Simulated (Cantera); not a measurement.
Charge: 1 mol Fe₂O₃, 0.71 mol C, 0.35 mol H₂, 1.9 mol CH₄, at 2473.15 K and 1730 Torr.

These are equilibrium values from Cantera (NASA tables, ideal gas, pure condensed phases), not measurements of a reactor. Candidate condensed phases: C, C₆H₆, C₇H₈, C₈H₁₈, Fe, Fe(CO)₅, FeO, Fe(OH)₂, Fe(OH)₃, Fe₂O₃, Fe₃O₄, H₂O; 114 gas species. Equilibrium is a limit: real reactors are often held back by kinetics, nucleation or transport.

Base state: H₂ 0.547, CO 0.374, H₂O 0.0508, Fe 0.0110, H 0.0109, CO₂ 0.00567, OH 0.000203, FeO 5.06e-5 (mole fractions); condensed: Fe(l).

### Question
What changes in the equilibrium state with this change: C from 0.71 to 4.2 mol?

### Answer
```csv
species,before,after
H₂,0.547,0.560
CO,0.374,0.413
H,0.0109,0.0110
H₂O,0.0508,1.38e-5
Fe,0.0110,0.0110
C₂H₂ (acetylene),<1e-9,0.00540
C₄H₂,<1e-9,2.15e-5
Fe(OH)₂,2.04e-5,<1e-9
"Fe(l), mol",1.92,1.92
"C(graphite), mol",0,3.02
```
Iron dissolves carbon and melts from about 1420 K in contact with it, which pure phases cannot show. Condensed phases not in the tables: cementite and carbon dissolved in iron.
